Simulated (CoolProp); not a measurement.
A single-stage vapour-compression cycle with carbon dioxide: evaporating at 236.15 K (dew point), condensing at 258.15 K (bubble point), superheat 5 K, subcooling 0 K, compressor efficiency 0.85, no pressure losses. Each further row changes one setting.

Values from CoolProp's reference Helmholtz-energy equation of state, Span 1996.

```
case                              cooling COP  pressure ratio  discharge temperature (K)  refrigerating effect (kJ/kg)  volumetric capacity (kJ/m³)
--------------------------------  -----------  --------------  -------------------------  ----------------------------  ---------------------------
as stated                                7.59            2.05                      292.9                           276                         7760
evaporating temperature 241.15 K         10.3            1.72                      285.2                           277                         9260
condensing temperature 253.15 K          10.2            1.76                      281.3                           287                         8060
subcooling 5 K                           7.89            2.05                      292.9                           287                         8070
superheat 15 K                           7.40            2.05                      304.6                           286                         7560
compressor efficiency 0.75               6.70            2.05                      297.4                           276                         7760
```
